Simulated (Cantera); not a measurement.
A closed system holds: 1 mol HMDSO, 2.2 mol CO₂, 15 mol N₂, at 1200 Pa.

Equilibrium computed with Cantera from the NASA thermochemical tables; the gas is ideal and each condensed phase is pure. Candidate condensed phases: C, C₆H₆, C₇H₈, C₈H₁₈, H₂O, Si, SiC, SiO₂, Si₂N₂O, Si₃N₄; 151 gas species. The feed counts by its element totals alone. N₂ is the only nitrogen source here; it is nearly inert below about 1500 K, so the nitride shown seldom forms there in practice. Kinetics and transport are ignored.

**Question.** Which condensed phases are stable at each of these points (T (K)): 1425, 1475, 1525, 1575, 1625, 1675, 1725, 1775, 1825, 1875, 1925, 1975, 2025?

**Answer.** 
```json
[
 {"T (K)": "1425", "condensed phases": "C(graphite) + Si₂N₂O(s)", "Si condensed (%)": "100.0"},
 {"T (K)": "1475", "condensed phases": "C(graphite) + Si₂N₂O(s)", "Si condensed (%)": "99.9"},
 {"T (K)": "1525", "condensed phases": "C(graphite) + Si₂N₂O(s)", "Si condensed (%)": "99.6"},
 {"T (K)": "1575", "condensed phases": "C(graphite) + SiC(s)", "Si condensed (%)": "99.3"},
 {"T (K)": "1625", "condensed phases": "C(graphite) + SiC(s)", "Si condensed (%)": "99.1"},
 {"T (K)": "1675", "condensed phases": "C(graphite) + SiC(s)", "Si condensed (%)": "99.0"},
 {"T (K)": "1725", "condensed phases": "C(graphite) + SiC(s)", "Si condensed (%)": "98.8"},
 {"T (K)": "1775", "condensed phases": "C(graphite) + SiC(s)", "Si condensed (%)": "98.6"},
 {"T (K)": "1825", "condensed phases": "C(graphite) + SiC(s)", "Si condensed (%)": "98.4"},
 {"T (K)": "1875", "condensed phases": "C(graphite) + SiC(s)", "Si condensed (%)": "98.1"},
 {"T (K)": "1925", "condensed phases": "C(graphite) + SiC(s)", "Si condensed (%)": "97.8"},
 {"T (K)": "1975", "condensed phases": "C(graphite) + SiC(s)", "Si condensed (%)": "97.4"},
 {"T (K)": "2025", "condensed phases": "C(graphite) + SiC(s)", "Si condensed (%)": "96.9"}
]
```

From 1425 K to 1525 K the condensed part is C(graphite) + Si₂N₂O(s). From 1575 K to 2025 K the condensed part is C(graphite) + SiC(s).
